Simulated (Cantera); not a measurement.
Charge: 1 mol SiC, 0.015 mol H₂O, 93 mol N₂, equilibrated at 290 Pa.

These are equilibrium values from Cantera (NASA tables, ideal gas, pure condensed phases), not measurements of a reactor. Candidate condensed phases: C, C₆H₆, C₇H₈, C₈H₁₈, H₂O, Si, SiC, SiO₂, Si₂N₂O, Si₃N₄; 151 gas species. Kinetics and transport are ignored.

At 1527 °C, list the 7 most abundant gas species with their mole fractions, and the condensed phases.

N₂ 0.999, CO 0.000142, Si 0.000131, H₂ 0.000118, H 7.22e-5, SiO 1.94e-5, HCN 1.35e-5. Condensed: SiC(s).
